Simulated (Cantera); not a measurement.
Mixture: CH₄ : O₂ : N₂ : H₂O = 1 : 1.43 : 8.57 : 3.3 (molar parts), equivalence ratio 1.4, at 27000 Torr, adiabatic and at constant pressure. Ignition delay is the time to a rise of 400 K.

Computed with Cantera and GRI-Mech 3.0 (53 species, 325 reactions). The pressure lies above the range GRI-Mech 3.0 was tuned for (to about 10 atm).

What does this change do: constant volume in place of constant pressure?


```csv
quantity,before,after
delay at 1000 K,39.9 ms,39.0 ms
delay at 1150 K,3.92 ms,3.79 ms
delay at 1300 K,0.737 ms,0.696 ms
delay at 1450 K,0.195 ms,0.181 ms
delay at 1600 K,56.4 µs,51.5 µs
apparent activation energy between 1450 and 1600 K,160 kJ/mol,160 kJ/mol
```

What does this change do: pressure from 27000 Torr to 760 Torr?


| quantity | before | after |
|---|---|---|
| delay at 1000 K | 39.9 ms | 2.36 s |
| delay at 1150 K | 3.92 ms | 0.278 s |
| delay at 1300 K | 0.737 ms | 40.5 ms |
| delay at 1450 K | 0.195 ms | 6.10 ms |
| delay at 1600 K | 56.4 µs | 1.08 ms |
| apparent activation energy between 1450 and 1600 K | 160 kJ/mol | 220 kJ/mol |
